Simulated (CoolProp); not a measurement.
Vapour-liquid equilibrium of toluene (1) + n-dodecane (2) at 464 K; x and y are mole fractions of (1).

Computed with CoolProp (multi-fluid Helmholtz-energy mixture model, Lemmon 2006 and Lemmon 2004; pair parameters Bell 2016).

Give the bubble pressure and the first vapour's composition at x = 0.05, 0.425, 0.95. Is there an azeotrope?

x = 0.05: 0.7306 bar, y = 0.299; x = 0.425: 2.706 bar, y = 0.876; x = 0.95: 6.016 bar, y = 0.994. No azeotrope shows between x = 0.05 and 0.95.

The pair parameters rest on a limited set of measurements; away from them the model extrapolates.
